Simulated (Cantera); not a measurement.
An adiabatic, constant-volume homogeneous reactor starts with CO : H2 : CH4 : O2 : N2 = 1 : 0.17 : 0.11 : 0.447 : 1.68 (molar parts), equivalence ratio 1.8, at 1323 K and 45000 Pa. Integrator tolerance rtol = 1e-08.

Detailed kinetics in Cantera: GRI-Mech 3.0 (53 species, 325 reactions).

What does this change do: constant pressure in place of constant volume?


```
quantity                                                          before                                  after
---------------------------------  -------------------------------------  -------------------------------------
time of steepest temperature rise                               0.312 ms                               0.336 ms
temperature at 0.300 s                                            2826 K                                 2665 K
equilibrium temperature                                           2826 K                                 2665 K
x(CO) at 0.300 s                     0.224 (gas-phase equilibrium 0.224)    0.216 (gas-phase equilibrium 0.216)
x(H2) at 0.300 s                   0.0227 (gas-phase equilibrium 0.0227)  0.0224 (gas-phase equilibrium 0.0224)
x(CH4) at 0.300 s                  <1e-12 (gas-phase equilibrium <1e-12)  <1e-12 (gas-phase equilibrium <1e-12)
x(CH2CO) at 0.300 s                <1e-12 (gas-phase equilibrium <1e-12)  <1e-12 (gas-phase equilibrium <1e-12)
x(H) at 0.300 s                    0.0141 (gas-phase equilibrium 0.0141)  0.0112 (gas-phase equilibrium 0.0112)
x(CH2) at 0.300 s                  <1e-12 (gas-phase equilibrium <1e-12)  <1e-12 (gas-phase equilibrium <1e-12)
```

What does this change do: initial temperature 1323 to 1423 K?


```
quantity                                                          before                                  after
---------------------------------  -------------------------------------  -------------------------------------
time of steepest temperature rise                               0.312 ms                               0.191 ms
temperature at 0.300 s                                            2826 K                                 2847 K
equilibrium temperature                                           2826 K                                 2847 K
x(CO) at 0.300 s                     0.224 (gas-phase equilibrium 0.224)    0.226 (gas-phase equilibrium 0.226)
x(H2) at 0.300 s                   0.0227 (gas-phase equilibrium 0.0227)  0.0231 (gas-phase equilibrium 0.0231)
x(CH4) at 0.300 s                  <1e-12 (gas-phase equilibrium <1e-12)  <1e-12 (gas-phase equilibrium <1e-12)
x(CH2CO) at 0.300 s                <1e-12 (gas-phase equilibrium <1e-12)  <1e-12 (gas-phase equilibrium <1e-12)
x(H) at 0.300 s                    0.0141 (gas-phase equilibrium 0.0141)  0.0158 (gas-phase equilibrium 0.0158)
x(CH2) at 0.300 s                  <1e-12 (gas-phase equilibrium <1e-12)  <1e-12 (gas-phase equilibrium <1e-12)
```
